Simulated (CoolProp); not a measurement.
Properties of tetradecamethylhexasiloxane (MD4M) at several states.

Computed with CoolProp (reference Helmholtz-energy equation of state, Thol 2019).

```
T (°C)  p (MPa)   phase  cv (kJ/(kg K))  speed of sound (m/s)  isothermal compressibility (1/MPa)  expansivity (1/kK)  fugacity coefficient
------  -------  ------  --------------  --------------------  ----------------------------------  ------------------  --------------------
132.25     3.48  liquid           1.699            (withheld)                            0.003053               1.201            (withheld)
72.15      1.97  liquid           1.562                 827.3                            0.002015               1.125              3.598e-5
109.65    0.221  liquid           1.649                 709.7                            0.002845               1.229              0.002501
12.65    0.0204  liquid           1.404                 992.8                            0.001349               1.077            (withheld)
253.25    0.214  liquid           1.944                 360.4                             0.01337               1.995                0.3772
```

Question: Complete the blanks.

Answer: 
- 132.25, speed of sound (m/s): 688.1
- 132.25, fugacity coefficient: 0.0008786
- 12.65, fugacity coefficient: 8.578e-6
